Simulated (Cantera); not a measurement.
An adiabatic, constant-pressure homogeneous reactor starts with 4.14 % CH4, 20.2 % O2, 75.7 % N2, equivalence ratio 0.41, at 1775 K and 100000 Pa.

Cantera simulation using GRI-Mech 3.0 (53 species, 325 reactions); the numbers are that mechanism's predictions, not measurements.

One state of this run: T (K) = 2485; x CH4 = <1e-12; x O2 = 0.108; x C2H4 = <1e-12; x CH3 = <1e-12; x H = 0.000843; x C2H = <1e-12; x O = 0.00444. x: mole fraction; the columns are a selection and need not sum to one.

Problem. Which value of t (s) does it belong to?
A) 0.213
B) 1.64e-5
C) 2.00e-6
D) 0.00110

Solution. A, 0.213
